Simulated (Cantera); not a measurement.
## Counterflow diffusion flame

A counterflow diffusion flame at 110000 Pa, nozzles 20 mm apart: fuel side CH3OH = 1 (molar parts) at 500 K, oxidiser side O2 : N2 = 0.18 : 0.82 (molar parts) at 500 K, fuel mass flux 1.1 times the oxidiser's; mixture-averaged transport, no radiation.

Computed with Cantera and GRI-Mech 3.0 (53 species, 325 reactions). GRI-Mech 3.0 was tuned for natural gas; its chemistry of methanol as a main component is partial and can be far from experiment. GRI-Mech 3.0 has no aromatics or soot, which form on the fuel side of real flames. The maximum strain rate includes the flame's own expansion and is several times the mean.

| oxidiser flux (kg/m²/s) | max strain (1/s) | mean strain (1/s) | T max (K) | peak x OH | peak x H | peak x NO | peak x CO | peak x C2H2 |
|---|---|---|---|---|---|---|---|---|
| 0.28 | 182 | 36.6 | 2005 | 0.00759 | 0.00588 | 4.83e-5 | 0.159 | 9.44e-5 |
| 0.38 | 240 | 49.6 | 1972 | 0.00764 | 0.00647 | 4.15e-5 | 0.157 | 0.000116 |
| 0.53 | 326 | 69.2 | 1936 | 0.00763 | 0.00711 | 3.58e-5 | 0.154 | 0.000143 |
| 0.74 | 445 | 96.7 | 1902 | 0.00762 | 0.00777 | 3.18e-5 | 0.152 | 0.000174 |
| 1 | 591 | 131 | 1873 | 0.00762 | 0.00840 | 2.88e-5 | 0.150 | 0.000205 |
| 1.4 | 811 | 183 | 1835 | 0.00745 | 0.00902 | 2.53e-5 | 0.148 | 0.000237 |
| 2 | 1140 | 261 | 1794 | 0.00719 | 0.00958 | 2.17e-5 | 0.145 | 0.000264 |
| 2.8 | 1560 | 366 | 1755 | 0.00681 | 0.00997 | 1.82e-5 | 0.142 | 0.000272 |
| 3.9 | 2140 | 510 | 1718 | 0.00640 | 0.0102 | 1.48e-5 | 0.139 | 0.000260 |
x: mole fraction; the columns are a selection and need not sum to one.
